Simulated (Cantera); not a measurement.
Mixture: 4.93 % CH4, 20.1 % O2, 62.6 % N2, 12.3 % H2O, at 5100 Torr, adiabatic and at constant pressure. Ignition delay is the time to a rise of 400 K.

Computed with Cantera and GRI-Mech 3.0 (53 species, 325 reactions).

Question: Predict: delay at 1048 K; delay at 1198 K; delay at 1348 K; delay at 1498 K; apparent activation energy between 1423 and 1573 K.

Answer: 
```json
{
 "delay at 1048 K": "42.7 ms",
 "delay at 1198 K": "5.10 ms",
 "delay at 1348 K": "0.934 ms",
 "delay at 1498 K": "0.212 ms",
 "apparent activation energy between 1423 and 1573 K": "170 kJ/mol"
}
```
